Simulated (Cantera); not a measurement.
What does this Cantera script print?

```python
import numpy as np
import cantera as ct

gas = ct.Solution("SiF4_NH3_mec.yaml", "gas")
gas.TPX = 1525, 2666, {'NH3': 1, 'N2': 2.4}
reactor = ct.IdealGasConstPressureReactor(gas, energy="off", clone=False)
net = ct.ReactorNet([reactor])
net.rtol, net.atol = 1e-08, 1e-18
show = ['NH3', 'NH', 'N2', 'H', 'N']
times = np.geomspace(2e-06, 100, 11)

steps = ct.SolutionArray(gas, extra=["t"])
rows = []
print(f"{'t/s':>10s}{'T/K':>9s}{'P/Pa':>11s}" + "".join(f"{s:>11s}" for s in show))
for t in times:
    while net.time < t:
        t_next = net.step()
        steps.append(gas.state, t=t_next)
    rows.append([np.interp(t, steps.t, y) for y in (steps.T, steps.P, *steps(*show).X.T)])
    print(f"{t:10.3e}{rows[-1][0]:9.1f}{rows[-1][1]:11.4g}" + "".join(f"{x:11.3e}" for x in rows[-1][2:]))
rate = np.gradient(steps.T, steps.t)
print("integrator steps:", len(steps.t))
if steps.T.max() > steps.T[0] + 200:
    print(f"time of steepest temperature rise: {steps.t[rate.argmax()]:.4e} s")
gas.TPX = 1525, 2666, {'NH3': 1, 'N2': 2.4}
gas.equilibrate("TP")
print(f"equilibrium (TP): T = {gas.T:.1f} K  " + "  ".join(f"{s} {gas[s].X[0]:.3e}" for s in show))
```

It prints:

```
       t/s      T/K       P/Pa        NH3         NH         N2          H          N
 2.000e-06   1525.0       2666  2.941e-01  1.048e-19  7.059e-01  1.701e-10  1.855e-28
 1.177e-05   1525.0       2666  2.941e-01  1.891e-17  7.059e-01  7.763e-10  7.813e-25
 6.931e-05   1525.0       2666  2.941e-01  2.285e-15  7.059e-01  1.582e-09  1.435e-21
 4.081e-04   1525.0       2666  2.941e-01  1.236e-13  7.059e-01  1.616e-09  5.331e-19
 2.402e-03   1525.0       2666  2.941e-01  7.803e-12  7.059e-01  1.617e-09  1.858e-16
 1.414e-02   1525.0       2666  2.941e-01  5.693e-10  7.059e-01  1.645e-09  7.521e-14
 8.326e-02   1525.0       2666  2.941e-01  1.904e-08  7.059e-01  2.888e-09  4.666e-12
 4.901e-01   1525.0       2666  2.937e-01  1.902e-07  7.058e-01  6.866e-08  2.673e-10
 2.885e+00   1525.0       2666  2.890e-01  2.922e-07  7.051e-01  6.497e-07  3.280e-09
 1.699e+01   1525.0       2666  2.650e-01  3.739e-07  7.012e-01  3.266e-06  1.394e-08
 1.000e+02   1525.0       2666  1.799e-01  3.109e-07  6.877e-01  1.262e-05  1.877e-08
integrator steps: 1038
equilibrium (TP): T = 1525.0 K  NH3 2.442e-07  NH 3.096e-12  N2 6.591e-01  H 8.515e-05  N 5.647e-13
```

Model: the gas-phase N/H chemistry of the illustrative SiF4/NH3 mechanism in the Surface Chemkin manual (1991), integrated in Cantera. Walls and surfaces, which speed up NH3 decomposition in real reactors, are not modelled.
